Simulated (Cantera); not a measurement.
Silicon oxide and oxynitride deposition: HMDSO + O3 + H2 + N2O

Input: 1 mol HMDSO, 0.74 mol O3, 0.29 mol H2, 0.42 mol N2O, equilibrated at 675 K and 7.43 Torr.

Equilibrium computed with Cantera from the NASA thermochemical tables; the gas is ideal and each condensed phase is pure. Candidate condensed phases: C, C6H6, C7H8, C8H18, H2O, Si, SiC, SiO2, Si2N2O, Si3N4; 151 gas species. The feed counts by its element totals alone. Equilibrium is a limit: real reactors are often held back by kinetics, nucleation or transport.

```yaml
x(H2): 0.859
x(CH4): 0.107
x(N2): 0.0346
x(NH3): 1.92e-5
n(C(graphite)): 5.08 mol
n(SiO2(α-quartz)): 1.76 mol
n(Si2N2O(s)): 0.120 mol
gas_amount: 8.666 mol
log10 activity of Si(s) (absent): -16.28
```
